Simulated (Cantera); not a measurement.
**Ignition delay**

Mixture: CH4 : H2 : O2 : N2 : CO2 = 1 : 0.2 : 4.04 : 15.2 : 0.55 (molar parts), at 10.0 bar, adiabatic and at constant pressure. Ignition delay is the time to a rise of 400 K.

Computed with Cantera and GRI-Mech 3.0 (53 species, 325 reactions). Below about 1000 K GRI-Mech 3.0 lacks low-temperature oxidation paths. Below about 950 K walls govern HO2 and H2O2 in real vessels.

```
T0 (K)  delay (ms)
------  ----------
850           1060
925            127
1000          21.3
1075          4.83
1150          1.56
1225         0.674
```

```json
{
  "apparent activation energy between 1075 and 1225 K": "140 kJ/mol"
}
```
